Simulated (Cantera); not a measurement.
Feed: 1 mol Si2Cl6, 0.69 mol Cl2, a varied amount of H2, at 100000 Pa.

Method: chemical equilibrium by Gibbs-energy minimisation in Cantera with the NASA 1993 tables (ideal gas, pure condensed phases). Candidate condensed phases: Si; 19 gas species. The feed counts by its element totals alone. The tables' values for SiCl3 are old estimates. Kinetics and transport are ignored.

Stable condensed phases, one row left out:

```
T in °C \ n(H2) in mol
         6.9  11  18  30  48  78 130 210 340
   1325    A   A   A   B   B   B   B   B   B
   1275    A   A   B   B   B   B   B   B   B
   1250    A   A   B   B   B   B   B   B   B
   1225    A   A   B   B   B   B   B   B   B
   1200    A   A   B   B   B   B   B   B   B
   1175    A   A   B   B   B   B   B   B   B
   1150    A   B   B   B   B   B   B   B   B
   1125    A   B   B   B   B   B   B   B   B
   1100    B   B   B   B   B   B   B   B   B
   1075    B   B   B   B   B   B   B   B   B
   1050    B   B   B   B   B   B   B   B   B
```

A: gas only; B: Si.

Question: Give the row for 1300 °C.

Answer: 6.9: gas only; 11: gas only; 18: gas only; 30: Si; 48: Si; 78: Si; 130: Si; 210: Si; 340: Si.
